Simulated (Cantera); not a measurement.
Cantera run, input and output.

```python
import numpy as np
import cantera as ct

gas = ct.Solution("h2o2.yaml")
gas.TPX = 500, 660000, {'H2': 0.77, 'O2': 0.333, 'N2': 1.63}
flame = ct.FreeFlame(gas, width=0.011)
flame.set_refine_criteria(ratio=3, slope=0.08, curve=0.16)
flame.transport_model = "mixture-averaged"
flame.solve(loglevel=0, auto=True)
z, T = flame.grid, flame.T
thick = (T[-1] - T[0]) / np.gradient(T, z).max()
show = ['H2', 'O2', 'H2O', 'H', 'HO2', 'H2O2']
print(f"laminar burning velocity  {flame.velocity[0] * 100:.3f} cm/s")
print(f"burnt temperature         {T[-1]:.1f} K")
print(f"thermal thickness         {thick * 1e3:.4f} mm")
print(f"grid points               {len(z)}")
z0 = z[flame.heat_release_rate.argmax()]
print(f"{'z/mm':>9s}{'T/K':>9s}{'u/(m/s)':>9s}" + "".join(f"{s:>11s}" for s in show))
rows = []
for k in (-3, -2, -1.5, -1, -0.5, -0.25, 0, 0.25, 0.5, 1, 2, 4, 8):
    zz = z0 + k * thick
    rows.append([k * thick, np.interp(zz, z, T), np.interp(zz, z, flame.velocity),
                 *(np.interp(zz, z, flame.X[gas.species_index(s)]) for s in show)])
    print(f"{rows[-1][0] * 1e3:9.3f}{rows[-1][1]:9.1f}{rows[-1][2]:9.3f}" + "".join(f"{x:11.3e}" for x in rows[-1][3:]))
```

Result:

```
laminar burning velocity  379.425 cm/s
burnt temperature         2326.9 K
thermal thickness         0.0419 mm
grid points               112
     z/mm      T/K  u/(m/s)         H2         O2        H2O          H        HO2       H2O2
   -0.126    500.0    3.794  2.817e-01  1.218e-01  1.206e-08  3.510e-14  4.282e-10  3.371e-11
   -0.084    500.0    3.793  2.815e-01  1.219e-01  4.282e-07  1.659e-12  1.958e-08  1.630e-09
   -0.063    500.3    3.792  2.808e-01  1.220e-01  3.559e-06  1.453e-11  1.883e-07  1.602e-08
   -0.042    502.6    3.794  2.776e-01  1.226e-01  6.087e-05  4.783e-10  4.262e-06  3.723e-07
   -0.021    571.1    4.189  2.525e-01  1.249e-01  4.155e-03  1.321e-05  4.392e-04  3.495e-05
   -0.010    872.9    6.182  2.070e-01  1.157e-01  3.581e-02  1.483e-03  9.023e-04  1.122e-04
    0.000   1312.8    9.077  1.437e-01  8.414e-02  1.064e-01  9.888e-03  4.131e-04  3.850e-05
    0.010   1625.9   11.138  9.015e-02  4.589e-02  1.771e-01  1.960e-02  1.873e-04  5.545e-06
    0.021   1800.8   12.280  6.267e-02  2.338e-02  2.167e-01  2.283e-02  8.544e-05  3.128e-06
    0.042   1966.7   13.327  4.822e-02  9.896e-03  2.419e-01  1.943e-02  3.158e-05  1.795e-06
    0.084   2102.5   14.147  4.403e-02  5.219e-03  2.548e-01  1.268e-02  1.440e-05  1.031e-06
    0.167   2200.4   14.717  4.113e-02  2.749e-03  2.643e-01  7.505e-03  6.530e-06  6.152e-07
    0.335   2262.6   15.068  3.877e-02  1.236e-03  2.712e-01  4.295e-03  2.491e-06  3.417e-07
```

Model: the H2/O2 subset of GRI-Mech 3.0, which has no nitrogen chemistry, integrated in Cantera. The hydrogen kinetics of GRI-Mech 3.0 are dated; newer H2 mechanisms differ, most at raised pressure. Burning velocities carry a grid error of a few per cent, more on coarse grids.
